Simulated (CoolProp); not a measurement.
Computed with CoolProp (reference Helmholtz-energy equation of state, Span 2000).

### Question
For nitrogen, give the phase and the density (kg/m³), cv (kJ/(kg K)), speed of sound (m/s) at 78 K and 5.06 MPa; 118.1 K and 5.06 MPa.

### Answer
- 78 K and 5.06 MPa: liquid; density 815, cv 1.09, speed of sound 885
- 118.1 K and 5.06 MPa: liquid; density 598, cv 0.947, speed of sound 470
